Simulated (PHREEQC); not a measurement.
Buffer (model solution)

A solution holds 0.28 mol KH2PO4 and 0.0057 mol Na2B4O7 per kg of water, at 25 °C. Closed to the air; pH follows from the charge balance.

Computed with PHREEQC (ion-association model, wateq4f.dat).

No solid was allowed to form.

Task: What pH, activity of water does the model give?

Result: pH 5.34; activity of water 0.990.

Task: In which forms is P present?

Result: H2PO4- 96 %, HPO4-2 3.6 % of the P.

Species that the database lacks are ignored. H3PO4, which wateq4f.dat lacks, is added to it with the constant of phreeqc.dat.
